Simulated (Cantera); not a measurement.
Ammonia decomposition in nitride growth gas

An isothermal, constant-pressure homogeneous reactor starts with 23.3 % NH₃, 76.7 % N₂, at 1698 K and 1.97 atm.

Computed with Cantera and the gas-phase N/H chemistry of the illustrative SiF4/NH3 mechanism in the Surface Chemkin manual (1991). Walls and surfaces, which speed up NH3 decomposition in real reactors, are not modelled.

| t (s) | x NH₃ | x N₂ | x N₂H₄ | x H₂ | x N |
|---|---|---|---|---|---|
| 2.00e-5 | 0.233 | 0.767 | 2.61e-10 | 2.00e-6 | <1e-12 |
| 5.70e-5 | 0.233 | 0.767 | 2.19e-9 | 5.76e-6 | 2.59e-12 |
| 0.000162 | 0.233 | 0.767 | 1.73e-8 | 1.74e-5 | 3.98e-11 |
| 0.000462 | 0.232 | 0.767 | 1.01e-7 | 6.86e-5 | 1.80e-10 |
| 0.00132 | 0.232 | 0.767 | 1.90e-7 | 0.000332 | 5.43e-10 |
| 0.00375 | 0.232 | 0.767 | 1.89e-7 | 0.00117 | 1.36e-9 |
| 0.0107 | 0.230 | 0.767 | 1.79e-7 | 0.00355 | 3.70e-9 |
| 0.0304 | 0.224 | 0.766 | 1.58e-7 | 0.0101 | 9.61e-9 |
| 0.0866 | 0.210 | 0.763 | 1.29e-7 | 0.0273 | 1.90e-8 |
| 0.247 | 0.178 | 0.756 | 9.04e-8 | 0.0667 | 2.54e-8 |
| 0.702 | 0.122 | 0.743 | 4.49e-8 | 0.135 | 2.35e-8 |
| 2.00 | 0.0613 | 0.730 | 1.28e-8 | 0.208 | 1.53e-8 |
x: mole fraction; the columns are a selection and need not sum to one.

Equilibrium at this temperature and pressure: NH₃ 9.23e-6, N₂ 0.717, N₂H₄ <1e-12, H₂ 0.283, N 3.19e-12 (gas phase only).
